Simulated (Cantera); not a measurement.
Standard-state values (1 bar) from the NASA 1993 polynomials, evaluated with Cantera. Values are per mole of reaction as written; species without (g) are pure solids or liquids, kept so even where they would boil at 1 bar. TiC: taken at fixed stoichiometry.

3 CH₄(g) + TiC ⇌ 2 C₂H₆(g) + Ti

| T (K) | ΔH° (kJ) | ΔS° (J/K) | ΔG° (kJ) | log10 K |
|---|---|---|---|---|
| 2550 | 257.7 | -84.6 | 473.4 | -9.70 |
| 2600 | [?] | [?] | [?] | [?] |
| 2650 | 256.6 | -85.0 | 481.9 | -9.50 |
| 2700 | 256.0 | -85.2 | 486.1 | -9.40 |
| 2750 | [?] | [?] | [?] | [?] |

Question: Complete the blanks.

Answer: 
- 2600, ΔH° (kJ): 257.2
- 2600, ΔS° (J/K): -84.8
- 2600, ΔG° (kJ): 477.6
- 2600, log10 K: -9.60
- 2750, ΔH° (kJ): 255.3
- 2750, ΔS° (J/K): -85.5
- 2750, ΔG° (kJ): 490.4
- 2750, log10 K: -9.31
